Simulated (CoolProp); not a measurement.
Acetone along the isobar 101 kPa: density (kg/m³) from the reference equation and from simpler models built on Tc = 508.1 K, pc = 4692 kPa, ω = 0.307; each cubic takes its own stable root.

Computed with CoolProp (reference Helmholtz-energy equation of state, Lemmon 2006). It is a short technical equation, of lower accuracy than the large ones.

```
T (K)   phase  reference
-----  ------  ---------
234.1  liquid      853.9
258.7  liquid      827.7
283.3  liquid      801.1
308    liquid      773.6
332.6     gas      2.231
357.2     gas      2.046
381.8     gas      1.897
406.4     gas      1.771
431.1     gas      1.663
455.7     gas      1.568
480.3     gas      1.484
```

### Question
How far does each simpler model (Redlich-Kwong, Peng-Robinson) lie from the reference over these 11 states: mean and median of the absolute difference, and the worst?

### Answer
- Redlich-Kwong: mean 16.4 %, median 1.5 %, worst -99.7 % at 308 K and 101 kPa
- Peng-Robinson: mean 5.0 %, median 1.1 %, worst -13.5 % at 234.1 K and 101 kPa

At some of these states Redlich-Kwong gives the other phase, because its saturation line lies elsewhere.
